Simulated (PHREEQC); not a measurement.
**Brackish or sea water: speciation**

Model water analysis in mmol/kgw, 20 °C, pH 6.47, pe 0.4: Na 187; K 46.2; Ca 5.29; Mg 46.4; Cl 296; S(6) 12.3; Alkalinity (meq/kgw) 2.79; B 0.0491; Br 0.17; N(-3) 0.35; F 0.0355.

Valence states are taken as typed.

All values are PHREEQC results (ion-association model, phreeqc.dat), not measurements.

Precipitation was switched off in this run.

### Question
Estimate the activity of water, specific conductance, charge-balance error.

### Answer
activity of water 0.990; specific conductance 26200 µS/cm; charge-balance error 2.1 %.

### Question
In which forms is N present?

### Answer
NH4+ 98 %, NH4SO4- 1.6 % of the N.

Real BF4- forms and hydrolyses slowly; the run takes it at equilibrium.
